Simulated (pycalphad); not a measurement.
CALPHAD calculation (pycalphad, COST 507 light-alloy database (1999)), 1 atm. The database dates from 1999; later assessments differ in places, in temperatures and in the compounds included. Phase fractions are per mole of atoms.

Give the equilibrium state of Al-3.93Si-3.43Fe (at.%) at 427 °C.


```
T = 700.00 K, P = 101325 Pa, N = 1 mol of atoms
G = -28518 J/mol, H = 6731 J/mol, S = 50.36 J/(mol K)  (SER reference)
chemical potentials (J/mol): Al -24892, Si -17484, Fe -139086
phase             fraction      x(Al)      x(Si)      x(Fe)
FCC_A1              0.7690     0.9965     0.0035   2.31e-06
ALFESI_BETA         0.2287     0.7000     0.1500     0.1500
DIAMOND_A4          0.0023   2.92e-08     1.0000       none
```

Give the equilibrium state of Al-3.93Si-3.43Fe (at.%) at 627 °C.

liquid, fraction 0.585, with 4.5 Si, 0.86 Fe at.%; fcc, fraction 0.262, with 0.46 Si, 0.02 Fe at.%; ALFESI_ALPHA, fraction 0.154, with 7.7 Si, 19.0 Fe at.%.

Database names, with the compositions (at.%) that they take in these runs: ALFESI_ALPHA: Al 73 Fe 19 Si 8; ALFESI_BETA: Al 70 Si 15 Fe 15. FCC_A1 is fcc; DIAMOND_A4 is diamond (Si). An entry "none" or "no" means that the model of the phase leaves that element out.
